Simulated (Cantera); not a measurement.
Charge: 1 mol SiF4, 2.3 mol HCl, 710 mol H2, 0.01 mol C2H2, equilibrated at 2648 K and 330 Pa.

Method: chemical equilibrium by Gibbs-energy minimisation in Cantera with the NASA 1993 tables (ideal gas, pure condensed phases). Candidate condensed phases: C, C6H6, C7H8, C8H18, Si, SiC; 143 gas species. The numbers say what is thermodynamically allowed, not how fast it happens.

Problem. What is the equilibrium state?

Solution. x(H): 0.543
x(H2): 0.450
x(HF): 0.00405
x(HCl): 0.00127
x(Cl): 0.00107
x(Si): 0.00100
x(F): 1.47e-5
x(SiH): 8.25e-6
x(C): 8.18e-6
gas amount: 982.5 mol
log10 activity of C(graphite) (absent): -1.62
log10 activity of Si(l) (absent): -3.61
